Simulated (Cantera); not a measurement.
## Pyrogenic steam for wet oxidation

An isothermal, constant-pressure homogeneous reactor starts with 8.54 % H2, 6.10 % O2, 85.4 % N2, at 850 K and 90.0 Torr.

Model: the H2/O2 subset of GRI-Mech 3.0, which has no nitrogen chemistry, integrated in Cantera. Radical loss at walls, strong at low pressure, is not modelled. Below about 950 K walls govern HO2 and H2O2 in real vessels. The temperature is held fixed by assumption; the heat of reaction is taken as removed at once.

```tsv
t (s)	x H2	x O2	x H2O2	x H	x H2O	x HO2	x O
0.000200	0.0854	0.0610	<1e-12	<1e-12	<1e-12	<1e-12	<1e-12
0.000601	0.0854	0.0610	<1e-12	2.63e-12	1.47e-12	2.94e-12	<1e-12
0.00181	0.0854	0.0610	<1e-12	1.79e-11	2.52e-11	1.85e-11	1.77e-12
0.00543	0.0854	0.0610	<1e-12	1.24e-9	2.52e-9	1.20e-9	1.25e-10
0.0163	0.0825	0.0597	6.73e-8	0.000905	0.00241	7.41e-6	8.69e-5
0.0490	0.00250	0.0203	1.60e-7	4.55e-5	0.0865	3.83e-6	2.29e-5
0.147	0.00104	0.0196	3.71e-7	3.62e-6	0.0881	3.02e-6	3.93e-6
0.443	0.000593	0.0194	1.09e-6	3.85e-7	0.0885	2.41e-6	6.26e-7
1.33	0.000446	0.0193	2.79e-6	6.67e-8	0.0887	1.91e-6	1.28e-7
4.00	0.000304	0.0193	3.49e-6	3.15e-8	0.0889	1.55e-6	7.05e-8
```
x: mole fraction; the columns are a selection and need not sum to one.

Equilibrium at this temperature and pressure: H2 <1e-12, O2 0.0191, H2O2 1.26e-12, H <1e-12, H2O 0.0892, HO2 5.10e-12, O <1e-12 (gas phase only).
